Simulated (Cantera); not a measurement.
## Thermodynamics of tantalum, niobium, vanadium and zirconium in process gases, feed Ta + O2

Feed: 1 mol Ta, a varied amount of O2, equilibrated at 2475 °C and 4.30e-5 bar.

Method: chemical equilibrium by Gibbs-energy minimisation in Cantera with the NASA 1993 tables (ideal gas, pure condensed phases). Candidate condensed phases: Ta, Ta2O5; 6 gas species. Condensed phases not in the tables: N, O or C dissolved in the metal. Rates play no part.

```csv
n(O2) (mol),x TaO,x O,x TaO2,x O2,x Ta,n Ta(s)
0.011,0.912,0.00592,0.0809,7.76e-7,0.000729,0.980
0.024,0.912,0.00592,0.0809,7.76e-7,0.000729,0.956
0.054,0.912,0.00592,0.0809,7.76e-7,0.000729,0.901
0.12,0.912,0.00592,0.0809,7.76e-7,0.000729,0.779
0.27,0.912,0.00592,0.0809,7.76e-7,0.000729,0.503
0.61,0.783,0.0170,0.199,6.40e-6,0.000218,0
1.4,0.0647,0.473,0.458,0.00494,6.48e-7,0
```
x: gas mole fraction; n: condensed amount in mol.

From 0.011 mol O2 to 0.27 mol O2 the condensed part is Ta(s). From 0.61 mol O2 to 1.4 mol O2 nothing is condensed. The main Ta-bearing gas is TaO at 0.011 mol O2 and TaO2 at 1.4 mol O2.
